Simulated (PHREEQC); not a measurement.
Dissolve 0.027 mol NH3, 1.4e-05 mol CO2 and 0.024 mol K2CO3 per kg of water at 66 °C. Closed to the air; pH follows from the charge balance.

Equilibrium calculation in PHREEQC: ion-association model, wateq4f.dat.

```csv
quantity,before,after
pH,10.46,6.88
ionic strength (mol/kgw),0.0676,0.0739
CO3-2 (mol/kgw),0.0194,2.21e-5
HCO3- (mol/kgw),0.00461,0.0199
NH4+ (mol/kgw),0.000163,0.0259
CO2 (mol/kgw),2.48e-7,0.00411
```

Task: Name the change that produced these shifts.
A. NH3 replaced by NH4HF2 at the same molality
B. CO2 from 1.4e-05 to 2.1e-05 mol/kgw
C. CO2 left out
D. temperature from 66 to 35 °C

Result: A, NH3 replaced by NH4HF2 at the same molality

No solid was allowed to form. Carbamate, which ammonia and carbonate form, is missing from the database. At this temperature some constants are extrapolated from 25 °C, and those without enthalpy data are left unchanged.
